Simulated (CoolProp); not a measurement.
Vapour-liquid equilibrium of propylene (1) + isobutane (2) at 12.1 bar; x and y are mole fractions of (1).

Computed with CoolProp (multi-fluid Helmholtz-energy mixture model, Lemmon 2013 and Bücker 2006; pair parameters Bell 2016).

```csv
x,bubble temperature (K),y at the bubble point,dew temperature at overall composition x (K),liquid density (mol/L)
0.05,343.9,0.110,346.2,8.419
0.125,338.8,0.240,343.3,8.673
0.2,334.8,0.343,…,8.916
0.275,331.4,0.432,337.5,9.160
0.35,…,0.513,334.6,9.411
0.425,325.3,…,331.7,9.673
0.5,322.3,0.662,…,9.948
0.575,319.2,0.732,325.9,10.24
0.65,316.0,0.798,…,10.54
0.725,312.5,0.859,319.5,10.85
0.8,309.0,0.911,315.9,11.16
0.875,305.5,0.953,311.5,11.48
0.95,302.1,…,…,11.77
```

Q: Some entries are withheld; supply them.

A: 
- 0.2, dew temperature at overall composition x (K): 340.4
- 0.35, bubble temperature (K): 328.3
- 0.425, y at the bubble point: 0.589
- 0.5, dew temperature at overall composition x (K): 328.8
- 0.65, dew temperature at overall composition x (K): 322.8
- 0.95, y at the bubble point: 0.985
- 0.95, dew temperature at overall composition x (K): 305.8

No azeotrope shows between x = 0.05 and 0.95.

The pair parameters rest on a limited set of measurements; away from them the model extrapolates. The gap from Raoult's law changes sign with composition, which may be real or a fault of the pair parameters; it wasn't checked against measurements.
